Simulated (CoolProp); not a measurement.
Properties of dimethyl carbonate along the isobar 7.13 MPa (Tc = 557.0 K, pc = 4.909 MPa, ω = 0.346).

The numbers come from the reference Helmholtz-energy equation of state, Zhou 2011 in CoolProp.

```tsv
T (K)	phase	density (kg/m³)	cv (kJ/(kg K))	Joule-Thomson coefficient (K/MPa)
379.5	liquid	962.0	1.477	-0.2373
392.6	liquid	___	1.502	-0.2155
405.8	liquid	924.6	1.527	-0.1907
419	liquid	905.2	1.552	-0.1626
432.2	liquid	885.1	1.576	-0.1302
445.4	liquid	864.3	___	___
458.6	liquid	842.6	___	-0.04661
471.7	liquid	___	1.647	0.009004
```

Some entries are withheld; supply them.


- 392.6, density (kg/m³): 943.6
- 445.4, cv (kJ/(kg K)): 1.600
- 445.4, Joule-Thomson coefficient (K/MPa): -0.09217
- 458.6, cv (kJ/(kg K)): 1.623
- 471.7, density (kg/m³): 820.1
